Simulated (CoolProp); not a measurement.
Decamethylcyclopentasiloxane (D5) along the isobar 4740 kPa: Z from the reference equation and from simpler models built on Tc = 345.1 °C, pc = 1078 kPa, ω = 0.631; each cubic takes its own stable root.

Values from CoolProp's reference Helmholtz-energy equation of state, Thol 2019.

| T (°C) | phase | reference | Redlich-Kwong | Soave-Redlich-Kwong | Peng-Robinson |
|---|---|---|---|---|---|
| 193.25 | liquid | ? | 0.6800 | 0.6424 | 0.5716 |
| 208.45 | liquid | ? | 0.6706 | 0.6341 | 0.5642 |
| 223.65 | liquid | 0.5638 | 0.6624 | 0.6275 | ? |
| 238.95 | liquid | 0.5597 | 0.6554 | 0.6225 | 0.5541 |
| 254.15 | liquid | ? | 0.6497 | 0.6192 | 0.5513 |
| 269.35 | liquid | 0.5550 | 0.6451 | 0.6176 | 0.5503 |
| 284.65 | liquid | ? | ? | 0.6177 | 0.5509 |
| 299.85 | liquid | ? | 0.6391 | 0.6198 | 0.5534 |
| 315.05 | liquid | 0.5578 | 0.6377 | ? | 0.5578 |

Q: Fill in the missing entries.

A: 
- 193.25, reference: 0.5754
- 208.45, reference: 0.5690
- 223.65, Peng-Robinson: 0.5584
- 254.15, reference: 0.5568
- 284.65, reference: 0.5546
- 284.65, Redlich-Kwong: 0.6415
- 299.85, reference: 0.5554
- 315.05, Soave-Redlich-Kwong: 0.6238
